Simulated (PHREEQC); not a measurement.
Brine

Make-up at 25 °C: 1.9 mol K2CO3, 0.024 mol NaHCO3 and 0.00011 mol H4SiO4 per kg of water. Closed to the air; pH follows from the charge balance.

All values are PHREEQC results (Pitzer model, pitzer.dat), not measurements.

Precipitation was switched off in this run.

Question: Estimate the pH, ionic strength.

Answer: pH 11.68; ionic strength 5.72 mol/kgw.

Question: In which forms is Si present?

Answer: H3SiO4- 60 %, H2SiO4-2 40 % of the Si.

In brines, pH and single-ion activities rest on the MacInnes convention.
